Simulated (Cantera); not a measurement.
**Adiabatic ignition**

An adiabatic, constant-volume homogeneous reactor starts with 19.0 % CO, 6.83 % H2, 3.23 % CH4, 16.1 % O2, 54.8 % N2, equivalence ratio 1.2, at 1198 K and 11300 Torr.

Cantera simulation using GRI-Mech 3.0 (53 species, 325 reactions); the numbers are that mechanism's predictions, not measurements. The pressure lies above the range GRI-Mech 3.0 was tuned for (to about 10 atm). Above 3000 K some thermodynamic fits are extrapolated.

```csv
t (s),T (K),P (bar),x CO,x H2,x CH4,x NO,x C2H2,x OH
1.00e-6,1198,15.0,0.190,0.0683,0.0323,<1e-12,<1e-12,1.50e-9
2.77e-6,1198,15.0,0.190,0.0683,0.0323,<1e-12,<1e-12,2.81e-9
7.65e-6,1198,15.0,0.190,0.0683,0.0323,<1e-12,<1e-12,8.65e-9
2.11e-5,1198,15.0,0.190,0.0683,0.0323,<1e-12,<1e-12,7.34e-8
5.85e-5,1250,15.6,0.189,0.0659,0.0309,6.33e-11,6.78e-9,9.91e-6
0.000162,3145,36.8,0.105,0.0123,<1e-12,0.0122,<1e-12,0.0160
0.000447,3144,36.8,0.105,0.0123,<1e-12,0.0122,<1e-12,0.0159
0.00124,3144,36.8,0.105,0.0123,<1e-12,0.0122,<1e-12,0.0159
0.00342,3144,36.8,0.105,0.0123,<1e-12,0.0122,<1e-12,0.0159
0.00946,3144,36.8,0.105,0.0123,<1e-12,0.0122,<1e-12,0.0159
0.0262,3144,36.8,0.105,0.0123,<1e-12,0.0122,<1e-12,0.0159
0.0723,3144,36.8,0.105,0.0123,<1e-12,0.0122,<1e-12,0.0159
0.200,3144,36.8,0.105,0.0123,<1e-12,0.0122,<1e-12,0.0159
```
x: mole fraction; the columns are a selection and need not sum to one.

```yaml
time_of_steepest_temperature_rise: 74.6 µs
temperature at 0.200 s: 3144 K
equilibrium_temperature: 3144 K
x(CO) at 0.200 s: 0.105 (gas-phase equilibrium 0.105)
x(H2) at 0.200 s: 0.0123 (gas-phase equilibrium 0.0123)
x(CH4) at 0.200 s: <1e-12 (gas-phase equilibrium 1.02e-12)
```
